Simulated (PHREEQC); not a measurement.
**Reverse-osmosis permeate (model solution)**

Synthetic water in mg/kgw, 20 °C, pH 5.81, pe 2.9:

| constituent | mg/kgw |
|---|---|
| Na | 11.9 |
| K | 9.3 |
| Ca | 0.65 |
| Mg | 2.09 |
| Cl | 2.83 |
| S(6) as SO4 | 38.8 |
| Alkalinity as HCO3 | 5.59 |
| F | 0.122 |
| B | 0.0153 |

Valence states are taken as typed.

The numbers come from PHREEQC with the ion-association model, phreeqc.dat.

Each row changes one thing in this solution. No solid was allowed to form.

| case | CO2 (mol/kgw) | HCO3- (mol/kgw) | Mg+2 (mol/kgw) | Ca+2 (mol/kgw) | MgSO4 (mol/kgw) | NaSO4- (mol/kgw) | SI of Gypsum (CaSO4:2H2O) | SI of Fluorite (CaF2) |
|---|---|---|---|---|---|---|---|---|
| as made | 0.000333 | 9.32e-5 | 8.11e-5 | 1.54e-5 | 4.75e-6 | 8.42e-7 | -3.78 | -4.65 |
| F from 0.122 to 0.244 mg/kgw | 0.000333 | 9.32e-5 | 8.11e-5 | 1.54e-5 | 4.74e-6 | 8.42e-7 | -3.78 | -4.05 |
| pH from 5.81 to 6.31 at the same alkalinity | 0.000104 | 9.20e-5 | 8.11e-5 | 1.54e-5 | 4.75e-6 | 8.42e-7 | -3.78 | -4.65 |
| pH from 5.81 to 6.81 at the same alkalinity | 3.28e-5 | 9.16e-5 | 8.11e-5 | 1.54e-5 | 4.75e-6 | 8.42e-7 | -3.78 | -4.65 |
| all concentrations times 3 at the same typed pH | 0.000962 | 0.000276 | 0.000226 | 4.36e-5 | 3.12e-5 | 6.61e-6 | -2.95 | -3.32 |

Species that the database lacks are ignored. Real BF4- forms and hydrolyses slowly; the run takes it at equilibrium.
